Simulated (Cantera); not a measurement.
Standard-state values (1 bar) from the NASA 1993 polynomials, evaluated with Cantera. Values are per mole of reaction as written; species without (g) are pure solids or liquids, kept so even where they would boil at 1 bar.

3 CH₂Cl₂(g) + 3 Fe + 3 C → 3 FeCl₂ + C₆H₆(g)

| T (K) | ΔH° (kJ) | ΔS° (J/K) | ΔG° (kJ) | log10 K | condensed phases |
|---|---|---|---|---|---|
| 300 | -656.4 | -287.1 | -570.2 | 99.28 | Fe(α), C(graphite), FeCl₂(s) |
| 498 | -645.8 | -259.8 | -516.4 | 54.16 | Fe(α), C(graphite), FeCl₂(s) |
| 598 | -641.0 | -251.1 | -490.9 | 42.87 | Fe(α), C(graphite), FeCl₂(s) |
| 698 | -636.6 | -244.3 | -466.1 | 34.88 | Fe(α), C(graphite), FeCl₂(s) |
| 798 | ? | ? | ? | ? | Fe(α), C(graphite), FeCl₂(s) |
| 898 | -630.2 | -236.1 | -418.2 | 24.32 | Fe(α), C(graphite), FeCl₂(s) |
| 998 | ? | ? | ? | ? | Fe(α), C(graphite), FeCl₂(l) |

Q: What belongs in the gaps?

A: 
- 798, ΔH° (kJ): -632.9
- 798, ΔS° (J/K): -239.3
- 798, ΔG° (kJ): -441.9
- 798, log10 K: 28.93
- 998, ΔH° (kJ): -498.4
- 998, ΔS° (J/K): -97.4
- 998, ΔG° (kJ): -401.2
- 998, log10 K: 21.00
